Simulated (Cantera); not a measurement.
Charge: 1 mol Si2Cl6, 12 mol NH3, 5.8 mol N2, equilibrated at 130 Pa.

These are equilibrium values from Cantera (NASA tables, ideal gas, pure condensed phases), not measurements of a reactor. Candidate condensed phases: NH4Cl, Si, Si3N4; 28 gas species. The feed counts by its element totals alone. The tables' values for SiCl, SiCl3, SiN are old estimates; treat these amounts as uncertain. Gases not in the tables: Si2H6 and higher silanes. Equilibrium is a limit: real reactors are often held back by kinetics, nucleation or transport.

x: gas mole fraction; n: condensed amount in mol.

```
T (°C)   x H2   x N2   x HCl     x SiCl2         x H        x Si  n Si3N4(s)  n Si(l)
------  -----  -----  ------  ----------  ----------  ----------  ----------  -------
527     0.479  0.333   0.187    4.68e-10    5.56e-11      <1e-12       0.656        0
627     0.478  0.333   0.188  (withheld)  (withheld)      <1e-12       0.660        0
727     0.478  0.333   0.189     1.43e-6     4.35e-8      <1e-12       0.663        0
827     0.477  0.333   0.189     2.61e-5     4.95e-7      <1e-12       0.663        0
927     0.477  0.333   0.189    0.000288     3.78e-6    1.74e-12       0.661        0
1027    0.479  0.334   0.185     0.00209     2.12e-5    3.65e-10       0.641        0
1127    0.484  0.337   0.169     0.00962     9.39e-5     3.52e-8       0.560        0
1227    0.495  0.344   0.134      0.0260    0.000343     1.81e-6       0.384        0
1327    0.507  0.353  0.0937      0.0450     0.00107     5.64e-5       0.175        0
1427    0.504  0.359  0.0831      0.0491  (withheld)  (withheld)           0    0.350
1527    0.498  0.357  0.0865      0.0465     0.00701     0.00244           0    0.343
1627    0.486  0.353  0.0882      0.0433      0.0153     0.00970           0    0.127
1727    0.460  0.345   0.101      0.0331      0.0306      0.0210           0        0
```

### Question
What belongs in the gaps?

### Answer

- 1427, x H: 0.00290
- 1427, x Si: 0.000522
- 627, x SiCl2: 4.07e-8
- 627, x H: 2.24e-9
